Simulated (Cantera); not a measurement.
Feed: 1 mol SiO2, 2.2 mol Al2O3, 30 mol H2, held at 300 Pa.

Method: chemical equilibrium by Gibbs-energy minimisation in Cantera with the NASA 1993 tables (ideal gas, pure condensed phases). Candidate condensed phases: Al, Al2O3, Al2SiO5, Al6Si2O13, H2O, Si, SiO2; 28 gas species. Mutual solubility and eutectic melting of coexisting phases are not modelled. Condensed phases not in the tables: alloys, solid solutions and most ternary compounds. Equilibrium is a limit: real reactors are often held back by kinetics, nucleation or transport.

x: gas mole fraction; n: condensed amount in mol.

```
T (K)   x H2       x SiO       x H2O         x H  n Al2O3(s)  n Al6Si2O13(mullite)
-----  -----  ----------  ----------  ----------  ----------  --------------------
1223   1.000     3.87e-6     3.87e-6     5.49e-6       0.700                 0.500
1273   1.000  (withheld)  (withheld)  (withheld)       0.700                 0.500
1323   1.000     2.81e-5     2.81e-5     2.90e-5       0.701                 0.500
1373   1.000     6.79e-5     6.79e-5     6.08e-5       0.703                 0.499
1423   1.000    0.000154    0.000154    0.000121       0.707                 0.498
1473   0.999  (withheld)  (withheld)  (withheld)       0.715                 0.495
1523   0.998    0.000669    0.000669    0.000422       0.730                 0.490
1573   0.997     0.00130     0.00130    0.000741       0.759                 0.480
```

Q: Some entries are withheld; supply them.

A: 
- 1473, x SiO: 0.000329
- 1473, x H2O: 0.000329
- 1473, x H: 0.000231
- 1273, x SiO: 1.09e-5
- 1273, x H2O: 1.09e-5
- 1273, x H: 1.30e-5
